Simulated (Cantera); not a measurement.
A perfectly stirred reactor is fed with NH3 : H2 = 1 : 0.21 (molar parts), at 48000 Pa; it is held at 1623 K, and followed from long to short residence time.

Detailed kinetics in Cantera: the gas-phase N/H chemistry of the illustrative SiF4/NH3 mechanism in the Surface Chemkin manual (1991). Walls and surfaces, which speed up NH3 decomposition in real reactors, are not modelled.

What does this change do: temperature 1623 to 1875 K?


| quantity | before | after |
|---|---|---|
| x(NH3) at τ = 0.420 s | 0.780 | 0.299 |
| x(H2) at τ = 0.420 s | 0.207 | 0.556 |
| x(H) at τ = 0.420 s | 1.18e-5 | 0.000198 |
| x(N) at τ = 0.420 s | 8.81e-9 | 2.21e-7 |
| x(N2) at τ = 0.420 s | 0.0125 | 0.144 |
| x(NH3) at τ = 22.0 ms | 0.824 | 0.752 |
| x(H2) at τ = 22.0 ms | 0.175 | 0.227 |
| x(H) at τ = 22.0 ms | 9.49e-6 | 5.94e-5 |
| x(N) at τ = 22.0 ms | 7.58e-9 | 1.62e-7 |
| x(N2) at τ = 22.0 ms | 0.000642 | 0.0201 |

What does this change do: pressure from 48000 Pa to 82000 Pa?


```csv
quantity,before,after
x(NH3) at τ = 0.420 s,0.780,0.760
x(H2) at τ = 0.420 s,0.207,0.221
x(H) at τ = 0.420 s,1.18e-5,1.20e-5
x(N) at τ = 0.420 s,8.81e-9,7.49e-9
x(N2) at τ = 0.420 s,0.0125,0.0180
x(NH3) at τ = 22.0 ms,0.824,0.823
x(H2) at τ = 22.0 ms,0.175,0.176
x(H) at τ = 22.0 ms,9.49e-6,9.15e-6
x(N) at τ = 22.0 ms,7.58e-9,6.75e-9
x(N2) at τ = 22.0 ms,0.000642,0.000998
```
